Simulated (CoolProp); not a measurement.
The fluoroketone C6F12O (FK-5-1-12) along the isotherm 4.05 °C: fugacity coefficient from the reference equation and from simpler models built on Tc = 168.7 °C, pc = 18.69 bar, ω = 0.471; each cubic takes its own stable root.

Computed with CoolProp (reference Helmholtz-energy equation of state, McLinden 2015).

| p (bar) | phase | reference |
|---|---|---|
| 0.591 | liquid | 0.2566 |
| 1.12 | liquid | 0.1360 |
| 2.12 | liquid | 0.07243 |
| 4.03 | liquid | 0.03871 |
| 7.63 | liquid | 0.02106 |
| 14.5 | liquid | 0.01173 |
| 27.4 | liquid | 0.006898 |
| 52 | liquid | 0.004444 |
| 98.6 | liquid | 0.003420 |
| 187 | liquid | 0.003664 |

Problem. How far does each simpler model (van der Waals, Redlich-Kwong, Soave-Redlich-Kwong, Peng-Robinson) lie from the reference over these 10 states: mean and median of the absolute difference, and the worst?

Solution. 
- van der Waals: mean 1328.5 %, median 1194.5 %, worst +2975.9 % at 4.05 °C and 187 bar
- Redlich-Kwong: mean 299.0 %, median 287.0 %, worst +364.2 % at 4.05 °C and 187 bar
- Soave-Redlich-Kwong: mean 3.6 %, median 1.5 %, worst +14.3 % at 4.05 °C and 187 bar
- Peng-Robinson: mean 3.0 %, median 3.5 %, worst +3.8 % at 4.05 °C and 0.591 bar

At some of these states van der Waals, Redlich-Kwong gives the other phase, because its saturation line lies elsewhere.
